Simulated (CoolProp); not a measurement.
A single-stage vapour-compression cycle with vinyl chloride: evaporating at 220.15 K (dew point), condensing at 267.15 K (bubble point), superheat 10 K, subcooling 2 K, compressor efficiency 0.85, no pressure losses. Each further row changes one setting.

The numbers come from the reference Helmholtz-energy equation of state, Thol 2022 in CoolProp.

| case | cooling COP | pressure ratio | discharge temperature (K) | refrigerating effect (kJ/kg) | volumetric capacity (kJ/m³) |
|---|---|---|---|---|---|
| as stated | 3.33 | 9.59 | 348.9 | 327 | 155 |
| evaporating temperature 225.15 K | 3.90 | 7.15 | 338.6 | 331 | 206 |
| condensing temperature 262.15 K | 3.79 | 7.89 | 338.2 | 335 | 159 |
| subcooling 7 K | 3.41 | 9.59 | 348.9 | 335 | 159 |
| superheat 20 K | 3.28 | 9.59 | 360.5 | 335 | 152 |
| compressor efficiency 0.75 | 2.94 | 9.59 | 362.3 | 327 | 155 |
